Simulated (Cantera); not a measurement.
Cantera run:

```python
import numpy as np
import cantera as ct

gas_names = """
    TiOCL2 N CL2 NO2
""".split()
cond_names = """
    TiCL3(s)
""".split()


# ... load() reads the species with a 1 bar reference pressure and builds the phases ...
species = {s.name: s for s in load("nasa_gas.yaml", gas_names) + load("nasa_condensed.yaml", cond_names)}
# Each term lists the table entries of one substance; the one whose range holds T is used.
reactions = {
    '2 TiOCl2(g) + N(g) + Cl2(g) = NO2(g) + 2 TiCl3':
        [(-2, ['TiOCL2']), (-1, ['N']), (-1, ['CL2']), (1, ['NO2']), (2, ['TiCL3(s)'])],
}


def pick(names, T):
    return next(species[n] for n in names if species[n].thermo.min_temp <= T <= species[n].thermo.max_temp)


results = []
for label, terms in reactions.items():
    print(label)
    print("     T/K   dH/kJ  dS/(J/K)   dG/kJ   log10 K")
    for T in [300, 675, 750, 825, 900, 975]:
        used = [(nu, pick(names, T)) for nu, names in terms]
        dH = sum(nu * s.thermo.h(T) for nu, s in used) / 1e6
        dS = sum(nu * s.thermo.s(T) for nu, s in used) / 1e3
        dG = dH - T * dS / 1e3
        logK = -dG * 1e6 / (ct.gas_constant * T * np.log(10))
        results.append((label, T, dH, dS, dG, logK, [s.name for _, s in used]))
        print(f"{T:8g} {dH:8.1f} {dS:8.1f} {dG:8.1f} {logK:8.2f}")
```

Result:

```
2 TiOCl2(g) + N(g) + Cl2(g) = NO2(g) + 2 TiCl3
     T/K   dH/kJ  dS/(J/K)   dG/kJ   log10 K
     300   -790.8   -498.5   -641.3   111.65
     675   -778.6   -472.3   -459.8    35.58
     750   -775.8   -468.3   -424.5    29.56
     825   -772.8   -464.6   -389.5    24.66
     900   -769.7   -461.0   -354.8    20.59
     975   -766.5   -457.5   -320.4    17.16
```

Cantera with NASA thermochemical tables; ideal gases at 1 bar, condensed phases pure. Condensed species are held in their standard states even where they would react or evaporate.
